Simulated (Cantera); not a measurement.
A freely propagating, adiabatic, planar premixed flame of 11.7 % CH₄, 2.93 % CO, 17.8 % O₂, 67.6 % N₂, equivalence ratio 1.4, unburnt at 425 K and 0.987 atm; mixture-averaged transport, grid criteria slope 0.08 and curve 0.16, no radiation.

Computed with Cantera and GRI-Mech 3.0 (53 species, 325 reactions). Burning velocities carry a grid error of a few per cent, more on coarse grids.

Q: Predict: laminar burning velocity; thermal thickness; peak x(CH₂); peak x(C₂H).

A: 
```
Item                         Result
------------------------  ---------
laminar burning velocity  39.2 cm/s
thermal thickness          0.576 mm
peak x(CH₂)                 5.72e-5
peak x(C₂H)                 1.12e-6
```
